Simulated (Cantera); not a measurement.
What does this Cantera script print?

```python
import numpy as np
import cantera as ct

gas_names = [...]  # 109 gases of nasa_gas.yaml made of C, Cl, H, Si
cond_names = """
    C(gr) C6H6(L) C7H8(L) C8H18(L),n-octa Si(cr) Si(L) SiC(b)
""".split()


# ... load() reads the species with a 1 bar reference pressure and builds the phases ...
atoms = {
    'SiH2Cl2': {'Si': 1, 'H': 2, 'CL': 2},
    'CH4': {'C': 1, 'H': 4},
    'H2': {'H': 2},
}
top_T = {'C(gr)': 4500, 'SiC(b)': 3050}  # K; cautious upper limits of use, not melting points


# ... equilibrate(T, P, feed) seeds the gas with the atoms and calls Mixture.equilibrate('TP', solver="vcs", rtol=1e-11, max_steps=5000) ...
results = []
feed = {'SiH2Cl2': 1, 'CH4': 0.75, 'H2': 21}  # mol
T = 2423  # K
P = 700  # Pa
mix = equilibrate(T, P, feed)
results.append((T, P, feed, dict(zip(mix.species_names, mix.species_moles))))
x = sorted(zip(gas.X, gas.species_names), reverse=True)
print(f"T = {T:g} K  P = {P:g} Pa  gas = {mix.phase_moles(0):.4g} mol")
print("   x: " + "  ".join(f"{s} {v:.3e}" for v, s in x if v > 1e-05))
print("   condensed (mol): " + ("  ".join(f"{mix.phase(i).name} {mix.phase_moles(i):.4g}"
      for i in range(1, mix.n_phases) if mix.phase_moles(i) > 1e-12) or "none"))
```

Output:

```
T = 2423 K  P = 700 Pa  gas = 28.09 mol
   x: H2 7.118e-01  H 1.788e-01  HCL 5.878e-02  Si 2.605e-02  CL 1.051e-02  C2H2,acetylene 5.508e-03  SiC2 5.371e-03  Si2C 1.063e-03  SiCL 8.355e-04  SiH 5.481e-04  SiCL2 5.308e-04  C2H 8.392e-05  Si2 4.302e-05  SiH2 3.805e-05  C3 2.060e-05  C4H2 1.755e-05
   condensed (mol): C(gr) 0.09923
```

Cantera equilibrium calculation (NASA polynomials, part measured and part estimated; ideal gas, pure solids and liquids). The tables' values for SiCl are old estimates; treat these amounts as uncertain. Gases not in the tables: Si2H6 and higher silanes.
